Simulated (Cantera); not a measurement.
An isothermal, constant-pressure homogeneous reactor starts with 5.88 % C₂H₆, 94.1 % N₂, at 1825 K and 0.0109 atm.

Model: GRI-Mech 3.0 (53 species, 325 reactions), integrated in Cantera. GRI-Mech 3.0 stops at C3 and has no aromatics, soot or wall deposition, so with more carbon than oxygen in the feed, carbon stays in small species such as C2H2 where larger ones or solid carbon would form. Radical loss at walls, strong at low pressure, is not modelled.

x: mole fraction; the columns are a selection and need not sum to one.

```csv
t (s),x C₂H₆,x C₂H,x CH₂,x C₂H₂,x H,x HCN
0.000600,0.00229,8.81e-6,0.000183,0.0117,0.00318,1.35e-5
0.00116,0.000115,1.10e-5,9.85e-5,0.0287,0.00253,2.48e-5
0.00224,1.92e-5,7.70e-6,4.29e-5,0.0392,0.00157,3.08e-5
0.00432,7.07e-6,5.39e-6,2.06e-5,0.0444,0.00106,3.39e-5
0.00834,3.25e-6,4.00e-6,1.10e-5,0.0468,0.000786,3.61e-5
0.0161,1.63e-6,3.13e-6,6.36e-6,0.0481,0.000617,3.77e-5
0.0311,8.64e-7,2.59e-6,3.92e-6,0.0489,0.000514,3.93e-5
0.0600,4.81e-7,2.35e-6,2.69e-6,0.0496,0.000469,4.09e-5
0.116,[?],2.37e-6,[?],0.0504,0.000478,4.30e-5
0.224,1.29e-7,2.65e-6,1.66e-6,0.0512,0.000537,4.66e-5
0.432,4.43e-8,3.17e-6,1.22e-6,0.0519,0.000647,5.28e-5
0.834,9.93e-9,4.01e-6,7.81e-7,0.0523,0.000821,6.38e-5
1.61,1.48e-9,5.11e-6,4.13e-7,0.0525,0.00105,8.09e-5
3.11,1.62e-10,6.14e-6,1.74e-7,0.0525,0.00126,0.000101
6.00,1.53e-11,6.60e-6,[?],0.0525,0.00135,[?]
```

Some entries are withheld; supply them.


- 0.116, x C₂H₆: 2.69e-7
- 0.116, x CH₂: 2.08e-6
- 6.00, x CH₂: 5.81e-8
- 6.00, x HCN: 0.000117
